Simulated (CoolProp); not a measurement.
Vapour-liquid equilibrium of n-hexane (1) + toluene (2) at 80.7 kPa; x and y are mole fractions of (1).

Values from CoolProp's multi-fluid Helmholtz-energy mixture model, Thol 2019 and Lemmon 2006; pair parameters Bell 2016.

```tsv
x	bubble temperature (K)	y at the bubble point	dew temperature at overall composition x (K)	liquid density (mol/L)
0.05	___	0.191	374.5	8.499
0.125	363.9	0.386	___	8.416
0.2	358.8	0.516	370.1	8.321
0.275	354.9	0.608	___	8.218
0.35	351.6	0.679	365.1	8.111
0.425	348.9	0.735	362.4	8.002
0.5	346.5	0.781	359.5	7.893
0.575	344.3	0.822	___	7.784
0.65	342.4	0.858	353.0	7.676
0.725	340.6	0.891	349.3	7.570
0.8	338.9	___	345.5	7.466
0.875	337.3	0.952	341.5	7.363
0.95	335.8	0.981	337.4	___
```

Q: What belongs in the gaps?

A: 
- 0.05, bubble temperature (K): 370.4
- 0.125, dew temperature at overall composition x (K): 372.4
- 0.275, dew temperature at overall composition x (K): 367.7
- 0.575, dew temperature at overall composition x (K): 356.3
- 0.8, y at the bubble point: 0.922
- 0.95, liquid density (mol/L): 7.264

No azeotrope shows between x = 0.05 and 0.95.

The pair parameters rest on a limited set of measurements; away from them the model extrapolates.
